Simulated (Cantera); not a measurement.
Input: 1 mol BF₃, a varied amount of H₂O, 3.3 mol N₂, at 2.33 Torr.

Cantera equilibrium calculation (NASA polynomials, part measured and part estimated; ideal gas, pure solids and liquids). Candidate condensed phases: B, BN, B₂O₃, B₃O₃H₃, H₂O; 62 gas species. The tables' values for BF₂ are old estimates. Gases not in the tables: H₃BO₃. Equilibrium is a limit: real reactors are often held back by kinetics, nucleation or transport.

What condenses at these points (T in K, n(H₂O) in mol): (1150, 2.2); (1000, 0.85); (1400, 0.54); (850, 8.7); (1400, 0.85)?


```
T (K)  n(H₂O) in mol  condensed phases  B condensed (%)
-----  -------------  ----------------  ---------------
1150             2.2              B₂O₃             42.2
1000            0.85              B₂O₃             14.2
1400            0.54          gas only              0.0
850              8.7              B₂O₃             56.2
1400            0.85          gas only              0.0
```
